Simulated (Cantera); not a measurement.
# Metals in furnace atmospheres: Pb + CO2 + H2

Charge: 1 mol Pb, 14 mol CO2, 20 mol H2, equilibrated at 1373 K.

Cantera equilibrium calculation (NASA polynomials, part measured and part estimated; ideal gas, pure solids and liquids). Candidate condensed phases: C, C6H6, C7H8, C8H18, H2O, Pb, PbO, PbO2, Pb3O4; 113 gas species. Kinetics and transport are ignored.

```json
[
 {"P (Pa)": "10", "x H2": "0.296", "x H2O": "0.275", "x CO": "0.275", "x CO2": "0.125", "x Pb": "0.0286", "x CH4": "<1e-12", "x H": "0.000181", "x PbO": "4.07e-6", "n Pb(l)": "0"},
 {"P (Pa)": "41", "x H2": "0.296", "x H2O": "0.275", "x CO": "0.275", "x CO2": "0.125", "x Pb": "0.0286", "x CH4": "<1e-12", "x H": "8.95e-5", "x PbO": "4.07e-6", "n Pb(l)": "0"},
 {"P (Pa)": "160", "x H2": "0.296", "x H2O": "0.275", "x CO": "0.275", "x CO2": "0.125", "x Pb": "0.0286", "x CH4": "1.56e-12", "x H": "4.53e-5", "x PbO": "4.07e-6", "n Pb(l)": "0"},
 {"P (Pa)": "670", "x H2": "0.296", "x H2O": "0.275", "x CO": "0.275", "x CO2": "0.125", "x Pb": "0.0286", "x CH4": "2.74e-11", "x H": "2.21e-5", "x PbO": "4.07e-6", "n Pb(l)": "0"},
 {"P (Pa)": "2700", "x H2": "0.296", "x H2O": "0.275", "x CO": "0.275", "x CO2": "0.125", "x Pb": "0.0286", "x CH4": "4.45e-10", "x H": "1.10e-5", "x PbO": "4.07e-6", "n Pb(l)": "0"},
 {"P (Pa)": "11000", "x H2": "0.296", "x H2O": "0.275", "x CO": "0.275", "x CO2": "0.125", "x Pb": "0.0286", "x CH4": "7.39e-9", "x H": "5.46e-6", "x PbO": "4.07e-6", "n Pb(l)": "0"},
 {"P (Pa)": "45000", "x H2": "0.300", "x H2O": "0.280", "x CO": "0.280", "x CO2": "0.126", "x Pb": "0.0143", "x CH4": "1.29e-7", "x H": "2.72e-6", "x PbO": "2.03e-6", "n Pb(l)": "0.508"},
 {"P (Pa)": "180000", "x H2": "0.304", "x H2O": "0.283", "x CO": "0.283", "x CO2": "0.128", "x Pb": "0.00356", "x CH4": "2.14e-6", "x H": "1.37e-6", "x PbO": "5.07e-7", "n Pb(l)": "0.878"},
 {"P (Pa)": "740000", "x H2": "0.304", "x H2O": "0.283", "x CO": "0.283", "x CO2": "0.128", "x Pb": "0.000867", "x CH4": "3.64e-5", "x H": "6.75e-7", "x PbO": "1.23e-7", "n Pb(l)": "0.970"},
 {"P (Pa)": "3000000", "x H2": "0.303", "x H2O": "0.284", "x CO": "0.283", "x CO2": "0.129", "x Pb": "0.000214", "x CH4": "0.000591", "x H": "3.35e-7", "x PbO": "3.06e-8", "n Pb(l)": "0.993"}
]
```
x: gas mole fraction; n: condensed amount in mol.

From 10.0 Pa to 0.110 bar nothing is condensed. From 0.450 bar to 30.0 bar the condensed part is Pb(l). The main Pb-bearing gas is Pb throughout.
